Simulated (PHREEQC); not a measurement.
A solution holds 0.29 mol/kgw NaHSO4, 0.0021 mol/kgw Na2SO4 and 0.0001 mol/kgw KCl, at 6.9 °C. Closed to the air; pH follows from the charge balance.

All values are PHREEQC results (ion-association model, phreeqc.dat), not measurements.

```json
[
 {"quantity": "pH", "before": "1.04", "after": "1.27"},
 {"quantity": "ionic strength (mol/kgw)", "before": "0.482", "after": "0.263"},
 {"quantity": "HSO4- (mol/kgw)", "before": "0.172", "after": "0.0776"},
 {"quantity": "SO4-2 (mol/kgw)", "before": "0.0951", "after": "0.0587"},
 {"quantity": "NaSO4- (mol/kgw)", "before": "0.0254", "after": "0.00982"},
 {"quantity": "SI of Halite (NaCl)", "before": "-6.45", "after": "-7.00"}
]
```

Q: Name the change that produced these shifts.
A. diluted 2-fold with water
B. diluted 100-fold with water
C. Na2SO4 from 0.0021 to 0.00315 mol/kgw
D. KCl replaced by MgCl2 at the same molality
E. diluted 10-fold with water

A: A, diluted 2-fold with water

This is a speciation only: nothing precipitates in the calculation. At this temperature some constants are extrapolated from 25 °C, and those without enthalpy data are left unchanged.
